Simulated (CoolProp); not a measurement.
C3F8 (R218) along the isotherm 440 K: density (kg/m³) from the reference equation and from simpler models built on Tc = 345.0 K, pc = 2640 kPa, ω = 0.317; each cubic takes its own stable root.

Model: reference Helmholtz-energy equation of state, Lemmon 2006, in CoolProp. It is a short technical equation, of lower accuracy than the large ones.

```
p (kPa)          phase  reference  ideal gas  Soave-Redlich-Kwong
-------  -------------  ---------  ---------  -------------------
600                gas      31.81      30.84                31.80
1200               gas      65.76      61.67                65.64
1800               gas      102.1      92.51                101.7
2400               gas      141.3      123.3                140.0
3000     supercritical      183.4      154.2                180.7
3600     supercritical      228.7      185.0                223.6
4200     supercritical      277.0          …                268.6
4800     supercritical      327.9      246.7                    …
5400     supercritical      380.5          …                    …
6000     supercritical      433.8      308.4                409.4
6600     supercritical          …          …                455.6
```

**Question.** What belongs in the gaps?

**Answer.** 
- 4200, ideal gas: 215.9
- 4800, Soave-Redlich-Kwong: 315.0
- 5400, ideal gas: 277.5
- 5400, Soave-Redlich-Kwong: 362.3
- 6600, reference: 486.3
- 6600, ideal gas: 339.2
